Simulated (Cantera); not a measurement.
An isothermal, constant-pressure homogeneous reactor starts with H2 : O2 = 0.0073 : 1 (molar parts), equivalence ratio 0.0037, at 1200 K and 1.13 Torr. Integrator tolerance rtol = 1e-08.

Detailed kinetics in Cantera: the H2/O2 subset of GRI-Mech 3.0, which has no nitrogen chemistry. Radical loss at walls, strong at low pressure, is not modelled.

| quantity | before | after |
|---|---|---|
| x(H2) at 10.0 s | 1.45e-5 (gas-phase equilibrium 2.41e-9) | 9.32e-5 (gas-phase equilibrium 1.52e-8) |
| x(O2) at 10.0 s | 0.988 (gas-phase equilibrium 0.993) | 0.950 (gas-phase equilibrium 0.955) |
| x(H2O2) at 10.0 s | 1.49e-9 (gas-phase equilibrium 6.72e-12) | 7.54e-9 (gas-phase equilibrium 4.08e-11) |
| x(HO2) at 10.0 s | 6.22e-8 (gas-phase equilibrium 2.28e-9) | 1.76e-7 (gas-phase equilibrium 5.51e-9) |
| x(H) at 10.0 s | 0.000122 (gas-phase equilibrium 2.52e-10) | 0.000307 (gas-phase equilibrium 6.32e-10) |
| x(OH) at 10.0 s | 0.000469 (gas-phase equilibrium 6.07e-6) | 0.00116 (gas-phase equilibrium 1.49e-5) |
| x(H2O) at 10.0 s | 0.00695 (gas-phase equilibrium 0.00727) | 0.0440 (gas-phase equilibrium 0.0450) |

Problem. Name the change that produced these shifts.
A) H2 0.0073 to 0.01 parts
B) H2 0.0073 to 0.046 parts
C) H2 0.0073 to 0.014 parts
D) pressure from 1.13 Torr to 20.0 Torr

Solution. B, H2 0.0073 to 0.046 parts
